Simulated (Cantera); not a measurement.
Input: 1 mol SiH2Cl2, 0.0043 mol C3H8, 160 mol H2, held at 1.50 Torr.

Cantera equilibrium calculation (NASA polynomials, part measured and part estimated; ideal gas, pure solids and liquids). Candidate condensed phases: C, C6H6, C7H8, C8H18, Si, SiC; 109 gas species. The tables' values for SiCl are old estimates; treat these amounts as uncertain. Gases not in the tables: Si2H6 and higher silanes. Equilibrium is a limit: real reactors are often held back by kinetics, nucleation or transport. All values below are at 2075 K.

Base state: H2 0.925, H 0.0573, HCl 0.0113, Si 0.00561, Cl 0.000515, SiH 0.000138, SiCl 6.17e-5, Si2C 3.72e-5 (mole fractions); condensed: gas only.

What changes in the equilibrium state with this change: pressure from 1.50 Torr to 100 Torr?


```tsv
species	before	after
H2	0.925	0.980
HCl	0.0113	0.0116
H	0.0573	0.00722
Si	0.00561	0.000764
SiH2	1.63e-5	0.000157
SiCl2	3.33e-5	0.000300
Cl	0.000515	6.29e-5
Si(l), mol	0	0.745
SiC(s), mol	0	0.00557
```
Mutual solubility and eutectic melting of coexisting phases are not modelled.
